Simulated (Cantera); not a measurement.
A closed system holds: 1 mol Si, 1.7 mol H2, 0.72 mol HCl, at 1277 °C and 600 Torr.

These are equilibrium values from Cantera (NASA tables, ideal gas, pure condensed phases), not measurements of a reactor. Candidate condensed phases: Si; 19 gas species. The tables' values for SiCl3 are old estimates; treat these amounts as uncertain. The numbers say what is thermodynamically allowed, not how fast it happens.

Base state: H2 0.806, HCl 0.115, SiCl2 0.0545, SiCl3 0.0114, SiCl4 0.00661, SiHCl3 0.00571, SiH2Cl2 0.000804, SiH3Cl 3.35e-5 (mole fractions); condensed: Si(s).

What changes in the equilibrium state with this change: temperature from 1277 °C to 450 °C?


```csv
species,before,after
H2,0.806,0.909
SiCl4,0.00661,0.0528
SiHCl3,0.00571,0.0365
HCl,0.115,0.000393
SiCl2,0.0545,1.33e-7
SiCl3,0.0114,5.30e-6
H,3.16e-5,<1e-9
SiH2Cl2,0.000804,0.00175
SiH3Cl,3.35e-5,1.83e-5
"Si(s), mol",0.812,0.798
```
